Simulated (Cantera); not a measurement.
**HgO + H₂ + N₂ (iron carbonyl, mercury and lead vapours)**

Charge: 1 mol HgO, 6.6 mol H₂, 0.22 mol N₂, at 11000 Pa.

Cantera equilibrium calculation (NASA polynomials, part measured and part estimated; ideal gas, pure solids and liquids). Candidate condensed phases: H₂O, Hg, HgO; 25 gas species. Kinetics and transport are ignored.

At 177 °C the condensed part is Hg(l). From 227 °C to 777 °C nothing is condensed. The main Hg-bearing gas is Hg throughout.

```tsv
T (°C)	log p H₂	log p H₂O	log p Hg	log p N₂	log p NH₃	n Hg(l)
177	-1.09	-1.83	-1.98	-2.59	-2.86	0.298
227	-1.11	-1.85	-1.85	-2.54	-3.42	0
277	-1.10	-1.85	-1.85	-2.52	-3.89	0
327	-1.10	-1.85	-1.85	-2.51	-4.29	0
377	-1.10	-1.85	-1.85	-2.51	-4.64	0
427	-1.10	-1.85	-1.85	-2.51	-4.94	0
477	-1.10	-1.85	-1.85	-2.51	-5.20	0
527	-1.10	-1.85	-1.85	-2.51	-5.43	0
577	-1.10	-1.85	-1.85	-2.51	-5.64	0
627	-1.10	-1.85	-1.85	-2.51	-5.83	0
677	-1.10	-1.85	-1.85	-2.51	-5.99	0
727	-1.10	-1.85	-1.85	-2.51	-6.15	0
777	-1.10	-1.85	-1.85	-2.51	-6.28	0
```
log p: log10 of the partial pressure in bar; n: condensed amount in mol.
